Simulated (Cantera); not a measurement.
Charge: 1 mol SiHCl3, 0.48 mol HCl, 86 mol H2, at 0.260 bar.

These are equilibrium values from Cantera (NASA tables, ideal gas, pure condensed phases), not measurements of a reactor. Candidate condensed phases: Si; 19 gas species. Gases not in the tables: Si2H6 and higher silanes. The numbers say what is thermodynamically allowed, not how fast it happens.

What share of the Si ends up in condensed phases as a function of T (K), at 1175, 1225, 1275, 1325, 1375, 1425, 1475, 1525, 1575, 1625, 1675?


```
T (K)  Si condensed (%)     as
-----  ----------------  -----
1175               49.5  Si(s)
1225               57.3  Si(s)
1275               62.9  Si(s)
1325               66.1  Si(s)
1375               67.6  Si(s)
1425               68.1  Si(s)
1475               68.1  Si(s)
1525               67.7  Si(s)
1575               67.2  Si(s)
1625               66.6  Si(s)
1675               66.0  Si(s)
```
